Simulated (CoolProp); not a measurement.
R1234yf along the isotherm 136.85 °C: fugacity coefficient from the reference equation and from simpler models built on Tc = 94.7 °C, pc = 3.384 MPa, ω = 0.276; each cubic takes its own stable root.

Values from CoolProp's reference Helmholtz-energy equation of state, Lemmon 2022.

```tsv
p (MPa)	phase	reference
0.107	gas	0.9924
0.173	gas	0.9878
0.279	gas	0.9803
0.451	gas	0.9682
0.729	gas	0.9489
1.18	gas	0.9180
1.9	gas	0.8696
3.07	gas	0.7934
4.97	supercritical	0.6759
8.03	supercritical	0.5227
13	supercritical	0.4062
20.9	supercritical	0.3444
33.8	supercritical	0.3350
```

Question: How far does each simpler model (van der Waals, Redlich-Kwong, Soave-Redlich-Kwong, Peng-Robinson) lie from the reference over these 13 states: mean and median of the absolute difference, and the worst?

Answer: 
- van der Waals: mean 4.6 %, median 0.4 %, worst +34.8 % at 136.85 °C and 33.8 MPa
- Redlich-Kwong: mean 1.2 %, median 0.5 %, worst +6.2 % at 136.85 °C and 33.8 MPa
- Soave-Redlich-Kwong: mean 3.7 %, median 0.5 %, worst +17.3 % at 136.85 °C and 33.8 MPa
- Peng-Robinson: mean 0.8 %, median 0.5 %, worst -2.5 % at 136.85 °C and 4.97 MPa
